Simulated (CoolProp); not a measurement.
Saturation properties of dimethyl ether (Tc = 127.2 °C, pc = 53.37 bar, ω = 0.196).

Computed with CoolProp (reference Helmholtz-energy equation of state, Wu 2011).

| T (°C) | p (bar) | liquid density (kg/m³) | enthalpy of vaporisation (kJ/kg) | vapour Z | liquid viscosity (µPa s) | vapour viscosity (µPa s) |
|---|---|---|---|---|---|---|
| -18.25 | 1.335 | 726.1 | 457.5 | 0.9555 | 193 | 8.21 |
| -9.15 | 1.911 | 713.3 | 446.5 | 0.9436 | 175 | 8.42 |
| -0.05 | 2.662 | 700.1 | [?] | 0.9298 | [?] | 8.65 |
| 9.15 | 3.632 | 686.3 | 422.9 | 0.9140 | 147 | 8.89 |
| 18.25 | 4.834 | 672.2 | 410.2 | 0.8962 | 136 | 9.14 |
| 27.35 | 6.313 | 657.6 | 396.8 | 0.8762 | 125 | 9.40 |
| 36.55 | 8.126 | 642.2 | 382.4 | 0.8537 | 116 | 9.69 |
| 45.65 | 10.28 | 626.2 | 367.1 | 0.8289 | 107 | 9.99 |
| 54.85 | 12.85 | 609.2 | [?] | 0.8010 | [?] | 10.3 |
| 63.95 | 15.83 | 591.2 | 332.5 | [?] | 91.6 | 10.7 |
| 73.05 | 19.29 | 571.8 | 312.7 | 0.7361 | 84.0 | 11.1 |
| 82.25 | 23.34 | 550.3 | 290.4 | 0.6972 | 76.5 | 11.6 |
| 91.35 | 27.93 | 526.5 | 265.0 | [?] | 69.1 | 12.2 |

Q: Some entries are withheld; supply them.

A: 
- -0.05, enthalpy of vaporisation (kJ/kg): 435.1
- -0.05, liquid viscosity (µPa s): 160
- 54.85, enthalpy of vaporisation (kJ/kg): 350.5
- 54.85, liquid viscosity (µPa s): 99.3
- 63.95, vapour Z: 0.7703
- 91.35, vapour Z: 0.6533

It boils at -24.8 °C under 1 atm.

Viscosity comes from a separate model (Meng 2012).
